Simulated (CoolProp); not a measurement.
Vapour pressure (MPa) of CF4 (R14): the reference equation beside estimates from Tc = 227.4 K, pc = 3.762 MPa, ω = 0.178. Clausius-Clapeyron is anchored at 148.2 K with a constant enthalpy of vaporisation of 11.68 kJ/mol.

The numbers come from the reference Helmholtz-energy equation of state, Platzer 1990 in CoolProp. This equation is an older, rougher fit; its heat capacities, sound speeds and derivatives of the liquid may be far off and weren't checked against measurements.

```tsv
T (K)	reference	Lee-Kesler	Clausius-Clapeyron	van der Waals	Soave-Redlich-Kwong
127.1	0.02323	0.02268	0.02598	0.2144	0.02291
131.3	0.03413	0.03351	0.03700	0.2609	0.03378
135.5	0.04881	0.04819	0.05155	0.3141	0.04847
139.8	0.06865	0.06812	0.07091	0.3756	0.06837
144	0.09368	0.09338	0.09506	0.4432	0.09357
148.2	0.1253	0.1254	0.1253	0.5185	0.1255
152.4	0.1647	0.1654	0.1628	0.6018	0.1653
156.6	0.2129	0.2144	0.2084	0.6936	0.2143
160.9	0.2728	0.2752	0.2649	0.7966	0.2751
165.1	0.3428	0.3463	0.3308	0.9064	0.3464
169.3	0.4254	0.4303	0.4085	1.026	0.4308
173.5	0.5222	0.5284	0.4994	1.154	0.5297
```

Absolute difference from the reference over all 12 rows, mean and median: Lee-Kesler 1.0 and 1.0 %, Clausius-Clapeyron 4.1 and 3.4 %, van der Waals 356.2 and 289.6 %, Soave-Redlich-Kwong 0.8 and 0.8 %.
